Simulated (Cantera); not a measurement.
A closed system holds: 1 mol SiF₄, 30 mol H₂O, equilibrated at 1.33 mbar.

Method: chemical equilibrium by Gibbs-energy minimisation in Cantera with the NASA 1993 tables (ideal gas, pure condensed phases). Candidate condensed phases: H₂O, Si, SiO₂; 38 gas species. Kinetics and transport are ignored.

Question: At 1100 K, list the 3 most abundant gas species with their mole fractions, and the condensed phases.

Answer: H₂O 0.875, HF 0.125, H₂ 1.27e-5. Condensed: SiO₂(β-quartz).
